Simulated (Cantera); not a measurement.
Charge: 1 mol Si, 4.8 mol Cl2, 36 mol N2, at 1025 K and 33.0 mbar.

Cantera equilibrium calculation (NASA polynomials, part measured and part estimated; ideal gas, pure solids and liquids). Candidate condensed phases: Si, Si3N4; 13 gas species. Rates play no part.

What is the equilibrium state?


- x(N2): 0.904
- x(Cl2): 0.0699
- x(SiCl4): 0.0251
- x(Cl): 0.000814
- gas amount: 39.82 mol
- log10 activity of Si(s) (absent): -24.69
